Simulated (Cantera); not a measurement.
A perfectly stirred reactor is fed with H2 : O2 = 0.063 : 1 (molar parts), equivalence ratio 0.032, at 0.0210 bar; it is held at 1325 K, and followed from long to short residence time.

Model: the H2/O2 subset of GRI-Mech 3.0, which has no nitrogen chemistry, integrated in Cantera. Radical loss at walls, strong at low pressure, is not modelled. The temperature is held fixed by assumption; the heat of reaction is taken as removed at once.

### Question
What does this change do: temperature 1325 to 975 K?

### Answer
```tsv
quantity	before	after
x(H2) at τ = 3.80 s	5.54e-5	0.000262
x(O2) at τ = 3.80 s	0.937	0.939
x(OH) at τ = 3.80 s	0.00102	0.000166
x(HO2) at τ = 3.80 s	8.02e-7	2.90e-6
x(O) at τ = 3.80 s	0.00111	0.000292
x(H2) at τ = 54.0 ms	0.000698	0.00281
x(O2) at τ = 54.0 ms	0.922	0.935
x(OH) at τ = 54.0 ms	0.00372	0.000916
x(HO2) at τ = 54.0 ms	3.29e-6	1.05e-5
x(O) at τ = 54.0 ms	0.0147	0.00333
```

### Question
What does this change do: temperature 1325 to 998 K?

### Answer
```json
[
 {"quantity": "x(H2) at τ = 3.80 s", "before": "5.54e-5", "after": "0.000215"},
 {"quantity": "x(O2) at τ = 3.80 s", "before": "0.937", "after": "0.939"},
 {"quantity": "x(OH) at τ = 3.80 s", "before": "0.00102", "after": "0.000193"},
 {"quantity": "x(HO2) at τ = 3.80 s", "before": "8.02e-7", "after": "2.62e-6"},
 {"quantity": "x(O) at τ = 3.80 s", "before": "0.00111", "after": "0.000329"},
 {"quantity": "x(H2) at τ = 54.0 ms", "before": "0.000698", "after": "0.00237"},
 {"quantity": "x(O2) at τ = 54.0 ms", "before": "0.922", "after": "0.934"},
 {"quantity": "x(OH) at τ = 54.0 ms", "before": "0.00372", "after": "0.00102"},
 {"quantity": "x(HO2) at τ = 54.0 ms", "before": "3.29e-6", "after": "9.58e-6"},
 {"quantity": "x(O) at τ = 54.0 ms", "before": "0.0147", "after": "0.00390"}
]
```
